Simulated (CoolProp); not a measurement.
The fluid at 293.15 K and 4.12 MPa flows at 0.32 m/s in a round tube of 6 mm bore and 45 µm roughness, fully developed (64/Re and Nu = 3.66 if laminar; Colebrook and Gnielinski if turbulent). The same conditions are run with several fluids, on thermodynamics alone (safety and materials aside).

Values from CoolProp's reference Helmholtz-energy equation of state of each fluid (normal hydrogen: Leachman 2009; CF4 (R14): Platzer 1990; C2F6 (R116): Lemmon 2006; nitrogen: Span 2000; dry air: Lemmon 2000). The equations of Platzer and Polt are older, rougher fits. Blends and air are pseudo-pure fits.

| fluid | Reynolds number | Darcy friction factor | pressure drop (Pa/m) | heat-transfer coefficient (W/(m² K)) | mass flow (kg/h) |
|---|---|---|---|---|---|
| normal hydrogen | 723 | 0.0885 | 2.51 | 115 | 0.108 |
| CF4 (R14) | 16800 | 0.0383 | 58.0 | 222 | 5.78 |
| C2F6 (R116) | 24400 | 0.0372 | 317 | 1150 | 32.5 |
| nitrogen | 5010 | 0.0450 | 18.3 | 91.9 | 1.55 |
| dry air | 5020 | 0.0450 | 19.0 | 92.7 | 1.61 |

Transport values come from each fluid's own correlations; those of CF4 (R14), C2F6 (R116) are estimates that may be off by 10 % or more.
